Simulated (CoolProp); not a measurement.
Model: reference Helmholtz-energy equation of state, Lemmon 2006, in CoolProp. It is a short technical equation, of lower accuracy than the large ones.

For carbonyl sulfide, give the phase and the density (kg/m³), isothermal compressibility (1/MPa), fugacity coefficient at 209.8 K and 8.81 MPa; 231.5 K and 8.81 MPa; 238.8 K and 8.81 MPa.


- 209.8 K and 8.81 MPa: liquid; density 1210, isothermal compressibility 0.00103, fugacity coefficient 0.00754
- 231.5 K and 8.81 MPa: liquid; density 1170, isothermal compressibility 0.00131, fugacity coefficient 0.0204
- 238.8 K and 8.81 MPa: liquid; density 1150, isothermal compressibility 0.00143, fugacity coefficient 0.0272
